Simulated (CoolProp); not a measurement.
A closed Brayton cycle with nitrogen: compressor inlet 319.15 K and 4.7 MPa, high pressure 12.4 MPa, turbine inlet 865 K, compressor efficiency 0.85, turbine efficiency 0.85, recuperator effectiveness 0.95 (on enthalpy, no pinch check). Each further row changes one setting.

Values from CoolProp's reference Helmholtz-energy equation of state, Span 2000.

| case | thermal efficiency (%) | net work (kJ/kg) | compressor to turbine work | compressor exit (K) | turbine exit (K) |
|---|---|---|---|---|---|
| as stated | 30.7 | 64.7 | 0.66 | 440.5 | 697.9 |
| turbine inlet 815 K | ___ | 53.5 | 0.71 | 440.5 | 656.0 |
| compressor inlet 329.15 K | 28.9 | 60.5 | ___ | 454.1 | 697.9 |
| high pressure 10.5 MPa | 32.6 | 59.7 | ___ | 417.2 | 723.9 |
| recuperator effectiveness 0.5 | 19.2 | 64.7 | 0.66 | 440.5 | 697.9 |

Task: Complete the blanks.

Result: 
- turbine inlet 815 K, thermal efficiency (%): 27.1
- compressor inlet 329.15 K, compressor to turbine work: 0.69
- high pressure 10.5 MPa, compressor to turbine work: 0.63
